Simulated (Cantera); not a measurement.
Charge: 1 mol SiH4, 5.9 mol O2, 0.11 mol H2, at 0.270 bar.

Method: chemical equilibrium by Gibbs-energy minimisation in Cantera with the NASA 1993 tables (ideal gas, pure condensed phases). Candidate condensed phases: H2O, Si, SiO2; 18 gas species. The tables hold silica as quartz up to 1696 K and as liquid above; real silica turns to tridymite and cristobalite and melts near 1996 K. Gases not in the tables: Si(OH)4. Rates play no part. All values below are at 1075 °C.

Base state: O2 0.646, H2O 0.354, OH 6.21e-5 (mole fractions); condensed: SiO2(β-quartz).

Task: What changes in the equilibrium state with this change: SiH4 replaced by HMDSO?

Result: 
```
species               before    after
-------------------  -------  -------
H2                   1.68e-7    0.468
CO                         0    0.346
H2O                    0.354    0.134
O2                     0.646    <1e-9
CO2                        0   0.0508
OH                   6.21e-5  1.41e-8
SiO2(β-quartz), mol     1.00     2.00
```
The feed counts by its element totals alone. Further candidate phases: C, C6H6, C7H8, C8H18, SiC.
